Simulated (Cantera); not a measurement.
What does this Cantera script print?

```python
import numpy as np
import cantera as ct

gas = ct.Solution("gri30.yaml")
gas.TPX = 1600, 92000, {'C2H4': 1, 'O2': 9.09, 'N2': 34.2, 'H2O': 13}
reactor = ct.IdealGasReactor(gas, energy="on", clone=False)
net = ct.ReactorNet([reactor])
net.rtol, net.atol = 1e-08, 1e-16
show = ['C2H4', 'O2', 'H2O', 'C2H2', 'C2H']
times = np.geomspace(1e-06, 2, 13)

steps = ct.SolutionArray(gas, extra=["t"])
rows = []
print(f"{'t/s':>10s}{'T/K':>9s}{'P/Pa':>11s}" + "".join(f"{s:>11s}" for s in show))
for t in times:
    while net.time < t:
        t_next = net.step()
        steps.append(gas.state, t=t_next)
    rows.append([np.interp(t, steps.t, y) for y in (steps.T, steps.P, *steps(*show).X.T)])
    print(f"{t:10.3e}{rows[-1][0]:9.1f}{rows[-1][1]:11.4g}" + "".join(f"{x:11.3e}" for x in rows[-1][2:]))
rate = np.gradient(steps.T, steps.t)
print("integrator steps:", len(steps.t))
if steps.T.max() > steps.T[0] + 200:
    print(f"time of steepest temperature rise: {steps.t[rate.argmax()]:.4e} s")
gas.TPX = 1600, 92000, {'C2H4': 1, 'O2': 9.09, 'N2': 34.2, 'H2O': 13}
gas.equilibrate("UV")
print(f"equilibrium (UV): T = {gas.T:.1f} K  " + "  ".join(f"{s} {gas[s].X[0]:.3e}" for s in show))
```

Result:

```
       t/s      T/K       P/Pa       C2H4         O2        H2O       C2H2        C2H
 1.000e-06   1600.0    9.2e+04  1.745e-02  1.587e-01  2.269e-01  1.186e-06  7.401e-15
 3.350e-06   1600.0    9.2e+04  1.745e-02  1.587e-01  2.269e-01  3.998e-06  1.242e-13
 1.122e-05   1599.9    9.2e+04  1.743e-02  1.586e-01  2.269e-01  1.513e-05  1.462e-11
 3.761e-05   1895.6  1.116e+05  7.543e-05  1.190e-01  2.416e-01  1.149e-04  5.361e-07
 1.260e-04   2173.4   1.26e+05  6.902e-27  1.041e-01  2.498e-01  7.462e-22  7.362e-24
 4.221e-04   2248.9  1.298e+05  2.519e-30  1.044e-01  2.558e-01  9.521e-25  6.782e-27
 1.414e-03   2250.2  1.298e+05  4.828e-32  1.044e-01  2.559e-01  1.353e-25  1.096e-27
 4.738e-03   2249.8  1.298e+05  5.654e-31  1.043e-01  2.559e-01  1.342e-25  1.085e-27
 1.587e-02   2248.7  1.298e+05  3.407e-31  1.041e-01  2.559e-01  1.304e-25  1.048e-27
 5.318e-02   2245.2  1.295e+05  2.787e-31  1.033e-01  2.560e-01  1.195e-25  9.424e-28
 1.782e-01   2237.9  1.291e+05  2.393e-31  1.016e-01  2.562e-01  9.861e-26  7.477e-28
 5.970e-01   2233.1  1.288e+05  2.227e-31  1.006e-01  2.563e-01  8.669e-26  6.409e-28
 2.000e+00   2232.9  1.288e+05  2.224e-31  1.005e-01  2.563e-01  8.623e-26  6.369e-28
integrator steps: 1456
time of steepest temperature rise: 3.3358e-05 s
equilibrium (UV): T = 2232.9 K  C2H4 2.774e-31  O2 1.005e-01  H2O 2.563e-01  C2H2 1.027e-25  C2H 7.367e-28
```

Detailed kinetics in Cantera: GRI-Mech 3.0 (53 species, 325 reactions). GRI-Mech 3.0 was tuned for natural gas; its chemistry of ethylene as a main component is partial and can be far from experiment.
